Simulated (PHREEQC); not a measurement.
Dissolve 0.018 mol/kgw H3PO4 and 0.054 mol/kgw HCl at 25 °C. Closed to the air; pH follows from the charge balance.

Model: ion-association model, phreeqc.dat, run in PHREEQC.

Each row changes one thing in this solution. Precipitation was switched off in this run.

| case | pH | ionic strength (mol/kgw) | H3PO4 (mol/kgw) | H2PO4- (mol/kgw) | HPO4-2 (mol/kgw) |
|---|---|---|---|---|---|
| as made | 1.32 | 0.0567 | 0.0153 | 0.00267 | 6.33e-9 |
| H3PO4 from 0.018 to 0.0198 mol/kgw | 1.32 | 0.0569 | 0.0169 | 0.00293 | 6.91e-9 |
| diluted 100-fold with water | 3.17 | [?] | 1.60e-5 | 0.000164 | 1.63e-8 |
| diluted 5-fold with water | 1.95 | [?] | 0.00214 | 0.00146 | 1.14e-8 |
| temperature from 25 to 80 °C | 1.33 | 0.0557 | [?] | 0.00172 | 5.82e-9 |
| HCl from 0.054 to 0.081 mol/kgw | 1.16 | 0.0830 | [?] | 0.00200 | 3.60e-9 |
| 0.011 mol/kgw Ca(OH)2 added | 1.52 | 0.0684 | 0.0137 | 0.00383 | [?] |
| H3PO4 from 0.018 to 0.009 mol/kgw | 1.33 | 0.0554 | 0.00764 | 0.00136 | 3.27e-9 |
| temperature from 25 to 40 °C | 1.32 | 0.0563 | 0.0157 | 0.00233 | 6.14e-9 |

What belongs in the gaps?


- diluted 100-fold with water, ionic strength (mol/kgw): 0.000704
- diluted 5-fold with water, ionic strength (mol/kgw): 0.0123
- temperature from 25 to 80 °C, H3PO4 (mol/kgw): 0.0163
- HCl from 0.054 to 0.081 mol/kgw, H3PO4 (mol/kgw): 0.0160
- 0.011 mol/kgw Ca(OH)2 added, HPO4-2 (mol/kgw): 1.49e-8

At this temperature some constants are extrapolated from 25 °C, and those without enthalpy data are left unchanged.
